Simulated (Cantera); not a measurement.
A closed system holds: 1 mol SiCl4, 9.4 mol H2, at 598.15 K and 22.0 bar.

Cantera equilibrium calculation (NASA polynomials, part measured and part estimated; ideal gas, pure solids and liquids). Candidate condensed phases: Si; 19 gas species. Rates play no part.

Question: What is the equilibrium state?

Answer: 
* **x(H2)**: 0.902
* **x(SiCl4)**: 0.0947
* **x(HCl)**: 0.00150
* **x(SiHCl3)**: 0.00150
* **x(SiH2Cl2)**: 1.18e-6
* **gas amount**: 10.40 mol
* **log10 activity of Si(s) (absent)**: -7.85
